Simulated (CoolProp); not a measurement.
Vapour-liquid equilibrium of propane (1) + n-butane (2) at 1050 kPa; x and y are mole fractions of (1).

Values from CoolProp's multi-fluid Helmholtz-energy mixture model, Lemmon 2009 and Bücker 2006; pair parameters Kunz 2012.

Question: Give the bubble temperature and the first vapour's composition at x = 0.5, 0.8, 0.95. Is there an azeotrope?

Answer: x = 0.5: 323.0 K, y = 0.725; x = 0.8: 309.4 K, y = 0.918; x = 0.95: 303.8 K, y = 0.982. No azeotrope shows between x = 0.05 and 0.95.

Pair parameters are fitted to limited data, so mixtures are less certain than the pure fluids.
